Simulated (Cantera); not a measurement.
Feed: 1 mol BCl3, 11 mol H2, held at 1123.15 K and 72.0 mbar.

Equilibrium computed with Cantera from the NASA thermochemical tables; the gas is ideal and each condensed phase is pure. Candidate condensed phases: B; 13 gas species. Gases not in the tables: BHCl2. Equilibrium is a limit: real reactors are often held back by kinetics, nucleation or transport.

Base state: H2 0.842, HCl 0.114, BCl3 0.0438 (mole fractions); condensed: B(s).

Task: What changes in the equilibrium state with this change: BCl3 replaced by B2O3?

Result: 
```
species       before  after
------------  ------  -----
H2             0.842  1.000
HCl            0.114      0
BCl3          0.0438      0
B(s), mol      0.464      0
B2O3(l), mol       0  1.000
```
Further candidate phases: B2O3, B3O3H3, H2O.
